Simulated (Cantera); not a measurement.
Input: 1 mol trisilylamine, 3.3 mol N2, at 0.105 Torr.

These are equilibrium values from Cantera (NASA tables, ideal gas, pure condensed phases), not measurements of a reactor. Candidate condensed phases: Si, Si3N4; 18 gas species. The feed counts by its element totals alone. Kinetics and transport are ignored.

x: gas mole fraction; n: condensed amount in mol.

| T (°C) | x H2 | x N2 | x H | x Si | x SiH | x Si2N | x SiN | n Si3N4(s) | n Si(s) |
|---|---|---|---|---|---|---|---|---|---|
| 452 | 0.714 | 0.286 | 6.67e-12 | <1e-12 | <1e-12 | <1e-12 | <1e-12 | 1.00 | 0 |
| 602 | 0.714 | 0.286 | ? | <1e-12 | <1e-12 | <1e-12 | <1e-12 | 1.00 | 0 |
| 752 | 0.714 | 0.286 | 3.11e-7 | <1e-12 | <1e-12 | <1e-12 | <1e-12 | 1.00 | 0 |
| 902 | 0.714 | 0.286 | 8.76e-6 | 1.80e-11 | 3.18e-12 | <1e-12 | <1e-12 | 1.00 | 0 |
| 1052 | 0.714 | 0.286 | ? | ? | ? | ? | 1.05e-9 | 1.00 | 0 |
| 1202 | 0.713 | 0.286 | 0.000926 | 3.30e-5 | 1.17e-6 | 3.49e-7 | 2.98e-7 | 1.000 | 0 |
| 1352 | 0.538 | 0.456 | 0.00437 | 0.00116 | 2.01e-5 | 1.26e-5 | 7.31e-6 | 0 | 2.99 |

Problem. Some entries are withheld; supply them.

Solution. 
- 602, x H: 3.58e-9
- 1052, x H: 0.000117
- 1052, x Si: 5.57e-8
- 1052, x SiH: 4.04e-9
- 1052, x Si2N: 1.03e-10
